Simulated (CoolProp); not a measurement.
Dodecamethylcyclohexasiloxane (D6) along the isotherm 620 K: Z from the reference equation and from simpler models built on Tc = 645.8 K, pc = 9.614 bar, ω = 0.736; each cubic takes its own stable root.

Model: reference Helmholtz-energy equation of state, Colonna 2008, in CoolProp. It is a short technical equation, of lower accuracy than the large ones.

```csv
p (bar),phase,reference
0.0152,gas,0.9992
0.0229,gas,0.9989
0.0346,gas,0.9983
0.0522,gas,0.9974
0.0787,gas,0.9961
0.119,gas,0.9940
0.179,gas,0.9910
0.27,gas,0.9864
0.408,gas,0.9794
0.615,gas,0.9688
0.928,gas,0.9527
1.4,gas,0.9278
2.11,gas,0.8894
3.19,gas,0.8278
4.81,gas,0.7243
```

Task: How far does each simpler model (Redlich-Kwong, Peng-Robinson) lie from the reference over these 15 states: mean and median of the absolute difference, and the worst?

Result: 
- Redlich-Kwong: mean 1.2 %, median 0.3 %, worst +6.7 % at 620 K and 4.81 bar
- Peng-Robinson: mean 0.4 %, median 0.1 %, worst +1.8 % at 620 K and 4.81 bar
